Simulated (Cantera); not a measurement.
Feed: 1 mol CH3SiCl3, 0.016 mol C2H2, 460 mol H2, equilibrated at 1748.15 K and 2.30 mbar.

These are equilibrium values from Cantera (NASA tables, ideal gas, pure condensed phases), not measurements of a reactor. Candidate condensed phases: C, C6H6, C7H8, C8H18, Si, SiC; 109 gas species. The feed counts by its element totals alone. Rates play no part.

Base state: H2 0.989, HCl 0.00643, H 0.00474, C2H2 (acetylene) 4.63e-5, Cl 2.38e-5, Si 1.86e-5 (mole fractions); condensed: SiC(s).

**Question.** What changes in the equilibrium state with this change: pressure from 2.30 mbar to 60.0 mbar?

**Answer.** 
```tsv
species	before	after
H2	0.989	0.993
HCl	0.00643	0.00646
H	0.00474	0.000931
Si	1.86e-5	9.66e-7
CH4	1.33e-6	2.58e-5
Cl	2.38e-5	4.67e-6
C2H2 (acetylene)	4.63e-5	2.53e-5
SiC(s), mol	0.988	0.996
```
